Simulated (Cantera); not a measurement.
Charge: 1 mol Si, 2.6 mol Cl2, 26 mol N2, at 1077 °C and 0.100 bar.

Equilibrium computed with Cantera from the NASA thermochemical tables; the gas is ideal and each condensed phase is pure. Candidate condensed phases: Si, Si3N4; 13 gas species. Kinetics and transport are ignored.

Base state: N2 0.938, SiCl4 0.0361, Cl2 0.0176, Cl 0.00801 (mole fractions); condensed: gas only.

**Question.** What changes in the equilibrium state with this change: temperature from 1077 °C to 375 °C?

**Answer.** 
```csv
species,before,after
N2,0.938,0.942
SiCl4,0.0361,0.0362
Cl2,0.0176,0.0217
Cl,0.00801,5.68e-8
```

**Question.** What changes in the equilibrium state with this change: 1.8 mol HF added?

**Answer.** 
| species | before | after |
|---|---|---|
| N2 | 0.938 | 0.881 |
| HCl | 0 | 0.0606 |
| SiCl4 | 0.0361 | 0.0187 |
| SiF4 | 0 | 0.0152 |
| Cl2 | 0.0176 | 0.0165 |
| HF | 0 | 0.000357 |
| Cl | 0.00801 | 0.00773 |
Further candidate phases: NH4Cl.
